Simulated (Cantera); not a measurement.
Feed: 1 mol C6H6, 2.5 mol CO2, 0.27 mol N2, 0.048 mol O2, equilibrated at 7.40 mbar.

Method: chemical equilibrium by Gibbs-energy minimisation in Cantera with the NASA 1993 tables (ideal gas, pure condensed phases). Candidate condensed phases: C, C6H6, C7H8, C8H18, H2O; 136 gas species. The numbers say what is thermodynamically allowed, not how fast it happens.

x: gas mole fraction; n: condensed amount in mol.

| T (°C) | x CO | x H | x H2 | x CO2 | x H2O | x N2 | x C3 | n C(graphite) |
|---|---|---|---|---|---|---|---|---|
| 425 | 0.101 | <1e-12 | 0.379 | 0.333 | 0.130 | 0.0475 | <1e-12 | 5.98 |
| 625 | 0.587 | 7.64e-10 | 0.361 | 0.0150 | 0.00396 | 0.0329 | <1e-12 | 3.56 |
| 825 | 0.609 | 1.72e-7 | 0.359 | 0.000250 | 0.000148 | 0.0323 | <1e-12 | 3.41 |
| 1025 | 0.609 | … | 0.359 | … | … | 0.0323 | <1e-12 | 3.40 |
| 1225 | 0.609 | 0.000120 | 0.358 | 1.85e-6 | 2.82e-6 | 0.0322 | <1e-12 | 3.40 |
| 1425 | 0.609 | 0.00101 | 0.358 | 3.93e-7 | 7.86e-7 | 0.0321 | <1e-12 | 3.40 |
| 1625 | 0.607 | 0.00541 | 0.354 | 1.17e-7 | 2.87e-7 | 0.0317 | 2.64e-10 | 3.39 |
| 1825 | 0.603 | 0.0209 | 0.343 | 4.41e-8 | 1.24e-7 | 0.0308 | 3.73e-8 | 3.38 |
| 2025 | 0.590 | … | … | … | … | 0.0291 | … | 3.34 |
| 2225 | 0.565 | 0.146 | 0.253 | 9.30e-9 | 2.59e-8 | 0.0266 | 6.51e-5 | 3.29 |
| 2425 | 0.526 | 0.268 | 0.167 | 4.71e-9 | 1.01e-8 | 0.0234 | 0.00116 | 3.19 |
| 2625 | 0.480 | 0.382 | 0.0827 | 2.49e-9 | 3.08e-9 | 0.0200 | 0.0137 | 2.65 |

Fill in the missing entries.


- 2025, x H: 0.0623
- 2025, x H2: 0.313
- 2025, x CO2: 1.94e-8
- 2025, x H2O: 5.74e-8
- 2025, x C3: 2.18e-6
- 1025, x H: 7.46e-6
- 1025, x CO2: 1.45e-5
- 1025, x H2O: 1.50e-5
